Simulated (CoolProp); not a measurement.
Vapour pressure (MPa) of the fluoroketone C6F12O (FK-5-1-12): the reference equation beside estimates from Tc = 168.7 °C, pc = 1.869 MPa, ω = 0.471. Clausius-Clapeyron is anchored at 61.55 °C with a constant enthalpy of vaporisation of 26.58 kJ/mol.

Values from CoolProp's reference Helmholtz-energy equation of state, McLinden 2015.

```
T (°C)  reference  Lee-Kesler  Clausius-Clapeyron  van der Waals  Redlich-Kwong  Peng-Robinson
------  ---------  ----------  ------------------  -------------  -------------  -------------
61.55      0.1533      0.1535              0.1533         0.5541         0.3078         0.1530
67.65      0.1852      0.1853              0.1819         0.6041         0.3526         0.1847
73.75      0.2219      0.2221              0.2145         0.6568         0.4018         0.2213
79.85      0.2640      0.2641              0.2516         0.7123         0.4555         0.2633
85.85      0.3111      0.3111              0.2927         0.7698         0.5130         0.3103
91.95      0.3652      0.3652              0.3396         0.8311         0.5764         0.3645
98.05      0.4262      0.4260              0.3922         0.8954         0.6448         0.4258
104.15     0.4947      0.4943              0.4508         0.9627         0.7186         0.4947
110.15     0.5698      0.5693              0.5147          1.032         0.7966         0.5705
116.25     0.6548      0.6540              0.5866          1.105         0.8815         0.6563
122.35     0.7491      0.7482              0.6657          1.182         0.9722         0.7517
128.45     0.8534      0.8525              0.7527          1.262          1.069         0.8574
134.45     0.9666      0.9658              0.8463          1.343          1.170         0.9721
```

Absolute difference from the reference over all 13 rows, mean and median: Lee-Kesler 0.1 and 0.1 %, Clausius-Clapeyron 7.3 and 8.0 %, van der Waals 125.2 and 110.1 %, Redlich-Kwong 55.0 and 51.3 %, Peng-Robinson 0.3 and 0.3 %.
